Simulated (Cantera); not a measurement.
Charge: 1 mol MgSO4, 4.2 mol H2O, 6.3 mol CO2, held at 2173 K and 0.0100 bar.

Equilibrium computed with Cantera from the NASA thermochemical tables; the gas is ideal and each condensed phase is pure. Candidate condensed phases: C, C6H6, C7H8, C8H18, H2O, H2SO4, Mg, MgCO3, MgO, Mg(OH)2, MgS, MgSO4, S; 130 gas species. The numbers say what is thermodynamically allowed, not how fast it happens.

Base state: CO2 0.420, H2O 0.307, O2 0.0769, SO2 0.0769, CO 0.0756, OH 0.0192, H2 0.0107, O 0.00630 (mole fractions); condensed: MgO(s).

Problem. What changes in the equilibrium state with this change: temperature from 2173 K to 1450 K?

Solution. 
| species | before | after |
|---|---|---|
| CO2 | 0.420 | 0.525 |
| H2O | 0.307 | 0.350 |
| SO2 | 0.0769 | 0.0832 |
| CO | 0.0756 | 5.80e-5 |
| H2 | 0.0107 | 1.62e-5 |
| OH | 0.0192 | 0.000197 |
| O2 | 0.0769 | 0.0416 |
| Mg(OH)2 | 4.31e-5 | 3.03e-8 |
| Mg | 0.000510 | <1e-9 |
| MgOH | 7.32e-5 | <1e-9 |
| MgO | 4.71e-5 | <1e-9 |
| H | 0.00498 | 3.81e-7 |
| S | 1.18e-5 | <1e-9 |
| MgO(s), mol | 0.991 | 1.00 |

Problem. What changes in the equilibrium state with this change: H2O from 4.2 to 0.07 mol?

Solution. 
| species | before | after |
|---|---|---|
| CO2 | 0.420 | 0.655 |
| SO2 | 0.0769 | 0.118 |
| O2 | 0.0769 | 0.107 |
| H2O | 0.307 | 0.00636 |
| H2 | 0.0107 | 0.000187 |
| OH | 0.0192 | 0.00301 |
| CO | 0.0756 | 0.0999 |
| Mg | 0.000510 | 0.000432 |
| Mg(OH)2 | 4.31e-5 | 8.92e-7 |
| H | 0.00498 | 0.000660 |
| MgOH | 7.32e-5 | 9.70e-6 |
| MgO(s), mol | 0.991 | 0.996 |

Problem. What changes in the equilibrium state with this change: temperature from 2173 K to 2023 K?

Solution. 
| species | before | after |
|---|---|---|
| CO2 | 0.420 | 0.481 |
| H2O | 0.307 | 0.332 |
| SO2 | 0.0769 | 0.0808 |
| CO | 0.0756 | 0.0323 |
| H2 | 0.0107 | 0.00478 |
| OH | 0.0192 | 0.00949 |
| O2 | 0.0769 | 0.0566 |
| Mg | 0.000510 | 3.03e-5 |
| MgO | 4.71e-5 | 3.23e-6 |
| MgOH | 7.32e-5 | 8.97e-6 |
| S | 1.18e-5 | 1.57e-6 |
| MgO(s), mol | 0.991 | 0.999 |
